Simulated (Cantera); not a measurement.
Mixture: 3.03 % CO, 0.182 % H2, 4.25 % CH4, 19.4 % O2, 73.1 % N2, equivalence ratio 0.52, at 2480 Torr, adiabatic and at constant pressure. Ignition delay is the time to a rise of 400 K.

Detailed kinetics in Cantera: GRI-Mech 3.0 (53 species, 325 reactions). Below about 1000 K GRI-Mech 3.0 lacks low-temperature oxidation paths. Below about 950 K walls govern HO2 and H2O2 in real vessels.

### Question
Predict: delay at 900 K; delay at 1000 K; delay at 1100 K; delay at 1200 K; delay at 1300 K; delay at 1400 K; apparent activation energy between 1200 and 1400 K.

### Answer
delay at 900 K: 0.920 s
delay at 1000 K: 0.124 s
delay at 1100 K: 27.7 ms
delay at 1200 K: 7.44 ms
delay at 1300 K: 2.21 ms
delay at 1400 K: 0.739 ms
apparent activation energy between 1200 and 1400 K: 160 kJ/mol
